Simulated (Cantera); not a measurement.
## Na2CO3 + CO2 + O2 (calcination and drying)

Charge: 1 mol Na2CO3, 0.19 mol CO2, 0.033 mol O2, at 0.270 bar.

Method: chemical equilibrium by Gibbs-energy minimisation in Cantera with the NASA 1993 tables (ideal gas, pure condensed phases). Candidate condensed phases: C, Na, NaO2, Na2CO3, Na2O, Na2O2; 16 gas species. Rates play no part.

| T (K) | x CO2 | x Na | x O2 | x NaO | x CO | x O | x Na2O | x Na2 | n Na2CO3(s) | n Na2CO3(l) |
|---|---|---|---|---|---|---|---|---|---|---|
| 800 | 0.852 | <1e-12 | 0.148 | <1e-12 | <1e-12 | <1e-12 | <1e-12 | <1e-12 | 1.00 | 0 |
| 1000 | 0.852 | 3.51e-12 | 0.148 | <1e-12 | 2.60e-10 | 1.16e-10 | <1e-12 | <1e-12 | 1.00 | 0 |
| 1200 | 0.852 | 2.93e-8 | 0.148 | 2.42e-9 | 7.44e-8 | 1.86e-8 | <1e-12 | <1e-12 | 0 | 1.00 |
| 1400 | 0.852 | 1.45e-5 | 0.148 | 8.55e-7 | 4.18e-6 | 7.01e-7 | 8.05e-10 | 2.01e-12 | 0 | 1.000 |
| 1600 | 0.850 | 0.00141 | 0.148 | 6.44e-5 | 8.48e-5 | 1.07e-5 | 5.00e-7 | 8.32e-9 | 0 | 1.000 |
| 1800 | 0.802 | 0.0481 | 0.147 | 0.00180 | 0.000828 | 8.98e-5 | 7.01e-5 | 5.04e-6 | 0 | 0.994 |
| 2000 | 0.320 | 0.522 | 0.137 | 0.0160 | 0.00221 | 0.000476 | 0.00148 | 0.000349 | 0 | 0 |
| 2200 | 0.311 | 0.523 | 0.140 | 0.0142 | 0.00963 | 0.00195 | 0.000377 | 0.000224 | 0 | 0 |
x: gas mole fraction; n: condensed amount in mol.

From 800 K to 1000 K the condensed part is Na2CO3(s). From 1200 K to 1800 K the condensed part is Na2CO3(l). From 2000 K to 2200 K nothing is condensed.
